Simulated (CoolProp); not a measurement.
A single-stage vapour-compression cycle with the fluid: evaporating at 323.15 K (dew point), condensing at 370.15 K (bubble point), superheat 0 K, subcooling 5 K, compressor efficiency 0.9, no pressure losses. The same conditions are run with several fluids, on thermodynamics alone (safety and materials aside).

The numbers come from the reference Helmholtz-energy equation of state of each fluid (isobutene: Lemmon 2005; benzene: Thol 2012; chloromethane (R40): Thol 2014; n-perfluorohexane: Gao 2022; ammonia: Gao 2020; R124: de Vries 1995) in CoolProp.

### Question
Rank isobutene, benzene, chloromethane (R40), n-perfluorohexane, ammonia, R124 by cooling COP, highest first.

### Answer
benzene (5.56), chloromethane (R40) (4.98), ammonia (4.84), isobutene (4.67), R124 (4.23), n-perfluorohexane (3.88)

```csv
fluid,pressure ratio,discharge temperature (K),refrigerating effect (kJ/kg),volumetric capacity (kJ/m³)
isobutene,2.83,370.2,215,3200
benzene,4.58,375.0,337,360
chloromethane (R40),2.73,401.8,264,6700
n-perfluorohexane,4.16,370.1,39.3,413
ammonia,2.90,416.5,822,13000
R124,2.89,370.6,76.2,3650
```

The compression ends wet for: isobutene; n-perfluorohexane.
